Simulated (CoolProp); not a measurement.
Properties of R410A along the isobar 16 MPa.

Values from CoolProp's reference Helmholtz-energy equation of state, Lemmon 2003. It is a pseudo-pure fit of the blend.

```csv
T (K),phase,cp (kJ/(kg K)),Joule-Thomson coefficient (K/MPa),isothermal compressibility (1/MPa),viscosity (µPa s),Prandtl number,fugacity coefficient
339.3,liquid,1.620,0.2635,0.008805,103,2.03,0.2514
349.8,supercritical,1.672,0.4012,0.01117,93.0,2.01,0.2913
360.3,supercritical,1.729,0.5738,0.01440,84.2,2.01,0.3326
370.8,supercritical,1.791,0.7901,0.01884,76.4,2.03,0.3746
381.3,supercritical,1.855,1.056,0.02481,69.4,2.05,0.4167
391.8,supercritical,1.908,1.363,0.03235,63.1,2.07,0.4582
402.3,supercritical,1.939,1.690,0.04089,57.4,2.06,0.4985
412.8,supercritical,1.938,2.002,0.04930,52.4,2.01,0.5369
423.3,supercritical,1.904,2.265,0.05641,48.2,1.92,0.5731
433.8,supercritical,1.846,2.454,0.06151,44.7,1.80,0.6069
444.3,supercritical,1.778,2.567,0.06468,41.8,1.68,0.6383
454.8,supercritical,1.711,2.615,0.06639,39.6,1.57,0.6674
465.3,supercritical,1.651,2.613,0.06716,37.8,1.47,0.6942
475.8,supercritical,1.599,2.577,0.06736,36.4,1.39,0.7190
```

Viscosity comes from a separate model (Geller 2000). Thermal conductivity comes from a separate model (Geller 2001).
